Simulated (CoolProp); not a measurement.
Acetone along the isotherm 436.2 K: fugacity coefficient from the reference equation and from simpler models built on Tc = 508.1 K, pc = 46.92 bar, ω = 0.307; each cubic takes its own stable root.

The numbers come from the reference Helmholtz-energy equation of state, Lemmon 2006 in CoolProp. It is a short technical equation, of lower accuracy than the large ones.

| p (bar) | phase | reference | van der Waals | Peng-Robinson |
|---|---|---|---|---|
| 1.48 | gas | 0.9784 | 0.9865 | 0.9809 |
| 2.64 | gas | 0.9615 | 0.9760 | 0.9661 |
| 4.69 | gas | 0.9319 | 0.9574 | 0.9400 |
| 8.34 | gas | 0.8796 | 0.9243 | 0.8940 |
| 26.4 | liquid | 0.4517 | 0.7300 | 0.4722 |
| 46.9 | liquid | 0.2684 | 0.4556 | 0.2829 |
| 83.4 | liquid | 0.1659 | 0.3049 | 0.1773 |
| 148 | liquid | 0.1101 | 0.2297 | 0.1202 |
| 264 | liquid | 0.08189 | 0.2105 | 0.09260 |
| 469 | liquid | 0.07443 | 0.2685 | 0.08878 |
